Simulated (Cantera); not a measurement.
Charge: 1 mol Si, 0.96 mol Br2, 12 mol H2, equilibrated at 477 °C and 0.00110 bar.

Cantera equilibrium calculation (NASA polynomials, part measured and part estimated; ideal gas, pure solids and liquids). Candidate condensed phases: Br2, Si; 19 gas species. The tables' values for SiBr3 are old estimates; treat these amounts as uncertain. Equilibrium is a limit: real reactors are often held back by kinetics, nucleation or transport.

Base state: H2 0.956, SiBr4 0.0357, HBr 0.00702, SiHBr3 0.00119, SiBr2 2.33e-5, SiH2Br2 1.85e-5, SiBr3 1.61e-5 (mole fractions); condensed: Si(s).

Q: What changes in the equilibrium state with this change: pressure from 0.00110 bar to 0.830 bar?

A: 
```csv
species,before,after
H2,0.956,0.959
SiBr4,0.0357,0.0335
SiHBr3,0.00119,0.00595
HBr,0.00702,0.00132
SiH3Br,1.01e-7,1.44e-5
SiBr2,2.33e-5,8.22e-7
SiH2Br2,1.85e-5,0.000493
SiBr3,1.61e-5,2.93e-6
"Si(s), mol",0.538,0.502
```
